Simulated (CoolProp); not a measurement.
Vapour-liquid equilibrium of n-butane (1) + cis-2-butene (2) at 0.132 bar; x and y are mole fractions of (1).

Computed with CoolProp (multi-fluid Helmholtz-energy mixture model, Bücker 2006 and Lemmon 2005; pair parameters Bell 2016).

```tsv
x	bubble temperature (K)	y at the bubble point	dew temperature at overall composition x (K)	liquid density (mol/L)
0.05	232.8	0.071	232.9	12.19
0.125	232.2	0.168	232.5	12.10
0.2	231.8	0.256	232.1	12.01
0.275	231.4	0.337	231.7	11.92
0.35	231.0	0.414	231.3	11.83
0.425	230.7	0.487	231.0	11.75
0.5	230.4	0.558	230.6	11.66
0.575	230.1	0.627	230.3	11.58
0.65	229.8	0.694	230.0	11.49
0.725	229.6	0.761	229.7	11.41
0.8	229.4	0.827	229.5	11.33
0.875	229.2	0.892	229.2	11.25
0.95	229.0	0.957	229.0	11.17
```

No azeotrope shows between x = 0.05 and 0.95.

Pair parameters are fitted to limited data, so mixtures are less certain than the pure fluids.
